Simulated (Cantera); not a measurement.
## Catalytic stagnation flow on Pt

A jet of CH4 : O2 : N2 = 0.014 : 0.069 : 0.79 (molar parts) at 300 K and 15.8 Torr hits a platinum plate 9.8 cm away at a mass flux of 0.13 kg/m²/s; the plate temperature is set and raised in steps from an oxygen-covered start.

Model: Deutschmann's 1995 Pt surface mechanism with GRI-Mech 3.0 gas chemistry, integrated in Cantera. Catalytic surfaces can have several steady states; this one follows from the mechanism file's or the stated starting coverage.

| plate T (K) | wall x CH4 | wall x O2 | wall x H2O | wall x OH | wall x CO | wall x CO2 | θ free Pt | θ O* |
|---|---|---|---|---|---|---|---|---|
| 900 | 0.0124 | 0.0712 | 0.00685 | 2.73e-8 | 6.04e-6 | 0.00449 | 0.302 | 0.697 |
| 950 | 0.0107 | 0.0678 | 0.00983 | 9.01e-8 | 7.38e-6 | 0.00646 | 0.382 | 0.618 |
| 1000 | 0.00924 | 0.0646 | 0.0126 | 2.53e-7 | 8.79e-6 | 0.00829 | 0.460 | 0.540 |
| 1050 | 0.00796 | 0.0619 | 0.0149 | 6.20e-7 | 1.04e-5 | 0.00984 | 0.535 | 0.464 |
| 1100 | 0.00693 | 0.0597 | 0.0168 | 1.37e-6 | 1.23e-5 | 0.0111 | 0.606 | 0.394 |
| 1150 | 0.00612 | 0.0581 | 0.0183 | 2.77e-6 | 1.48e-5 | 0.0120 | 0.671 | 0.329 |
| 1200 | 0.00550 | 0.0568 | 0.0194 | 5.18e-6 | 1.81e-5 | 0.0128 | 0.729 | 0.271 |
| 1250 | 0.00503 | 0.0558 | 0.0202 | 9.06e-6 | 2.26e-5 | 0.0133 | 0.780 | 0.220 |
x: mole fraction at the wall; θ: surface coverage.
